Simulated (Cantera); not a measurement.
A Cantera script and what it prints.

```python
import numpy as np
import cantera as ct

gas_names = """
    B BN BO BO2 B2 B2O B2O2 B2O3 N NO NO2 NO3 N2 N2O O O2 O3
""".split()
cond_names = """
    B(b) B(L) BN(s) B2O3(L)
""".split()


# ... load() reads the species with a 1 bar reference pressure and builds the phases ...
atoms = {
    'B2O3': {'B': 2, 'O': 3},
    'N2': {'N': 2},
}
top_T = {'BN(s)': 3200}  # K; cautious upper limits of use, not melting points


# ... equilibrate(T, P, feed) seeds the gas with the atoms and calls Mixture.equilibrate('TP', solver="vcs", rtol=1e-11, max_steps=5000) ...
results = []
feed = {'B2O3': 1, 'N2': 0.79}  # mol
T = 1323.15  # K
P = 1400  # Pa
mix = equilibrate(T, P, feed)
results.append((T, P, feed, dict(zip(mix.species_names, mix.species_moles))))
print(gas.report(threshold=1e-06))
for i in range(1, mix.n_phases):
    print(f"{mix.phase(i).name:16s} {mix.phase_moles(i):12.5e} mol")
```

It prints:

```
       temperature   1323.2 K
          pressure   1400 Pa
           density   0.0035651 kg/m^3
  mean mol. weight   28.015 kg/kmol
   phase of matter   gas

                          1 kg             1 kmol
                     ---------------   ---------------
          enthalpy        1.1513e+06        3.2254e+07  J
   internal energy        7.5863e+05        2.1253e+07  J
           entropy            9745.9        2.7303e+05  J/K
    Gibbs function       -1.1744e+07       -3.2901e+08  J
 heat capacity c_p            1218.8             34144  J/K
 heat capacity c_v            921.99             25829  J/K

                      mass frac. Y      mole frac. X     chem. pot. / RT
                     ---------------   ---------------   ---------------
              B2O3        6.1941e-05        2.4926e-05           -131.94
                N2           0.99994           0.99998           -29.904
     [  +15 minor]         1.412e-08        1.0642e-08

B(b)              0.00000e+00 mol
BN(s)             0.00000e+00 mol
B2O3(L)           9.99980e-01 mol
```

Method: chemical equilibrium by Gibbs-energy minimisation in Cantera with the NASA 1993 tables (ideal gas, pure condensed phases).
